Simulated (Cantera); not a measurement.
An isothermal, constant-pressure homogeneous reactor starts with NH3 : H2 = 1 : 0.2 (molar parts), at 1750 K and 0.0464 atm. Integrator tolerance rtol = 1e-08.

Computed with Cantera and the gas-phase N/H chemistry of the illustrative SiF4/NH3 mechanism in the Surface Chemkin manual (1991). Walls and surfaces, which speed up NH3 decomposition in real reactors, are not modelled.

Problem. What does this change do: H2 0.2 to 0.65 parts?

Solution. 
| quantity | before | after |
|---|---|---|
| x(NH3) at 20.0 s | 0.102 (gas-phase equilibrium 4.89e-7) | 0.0909 (gas-phase equilibrium 4.79e-7) |
| x(H2) at 20.0 s | 0.698 (gas-phase equilibrium 0.772) | 0.748 (gas-phase equilibrium 0.810) |
| x(NH2) at 20.0 s | 8.60e-5 (gas-phase equilibrium 1.57e-9) | 7.87e-5 (gas-phase equilibrium 1.50e-9) |
| x(NH) at 20.0 s | 1.45e-6 (gas-phase equilibrium 1.02e-10) | 1.37e-6 (gas-phase equilibrium 9.53e-11) |
| x(N2) at 20.0 s | 0.199 (gas-phase equilibrium 0.227) | 0.160 (gas-phase equilibrium 0.189) |
| x(N2H4) at 20.0 s | 1.66e-9 (gas-phase equilibrium <1e-12) | 1.39e-9 (gas-phase equilibrium <1e-12) |
| x(H) at 20.0 s | 0.000226 (gas-phase equilibrium 0.000949) | 0.000249 (gas-phase equilibrium 0.000972) |
